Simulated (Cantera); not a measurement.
## Counterflow diffusion flame

A counterflow diffusion flame at 1.01 bar, nozzles 20 mm apart: fuel side 100 % CH4 at 500 K, oxidiser side 23.0 % O2, 77.0 % N2 at 725 K, fuel mass flux 0.93 times the oxidiser's; mixture-averaged transport, no radiation.

Computed with Cantera and GRI-Mech 3.0 (53 species, 325 reactions). GRI-Mech 3.0 has no aromatics or soot, which form on the fuel side of real flames. The maximum strain rate includes the flame's own expansion and is several times the mean.

```csv
oxidiser flux (kg/m²/s),max strain (1/s),mean strain (1/s),T max (K),peak x OH,peak x H,peak x NO,peak x CO,peak x C2H2
0.25,248,55.4,2293,0.0125,0.00609,0.000476,0.0762,0.0199
0.33,318,73.2,2279,0.0125,0.00634,0.000442,0.0748,0.0192
0.42,395,93.1,2268,0.0124,0.00654,0.000413,0.0737,0.0186
0.55,504,122,2256,0.0123,0.00674,0.000382,0.0725,0.0179
0.71,637,157,2247,0.0123,0.00697,0.000355,0.0716,0.0173
0.92,809,204,2236,0.0122,0.00717,0.000325,0.0708,0.0167
1.2,1030,266,2224,0.0120,0.00734,0.000292,0.0699,0.0159
1.5,1270,333,2213,0.0119,0.00747,0.000263,0.0693,0.0152
```
x: mole fraction; the columns are a selection and need not sum to one.
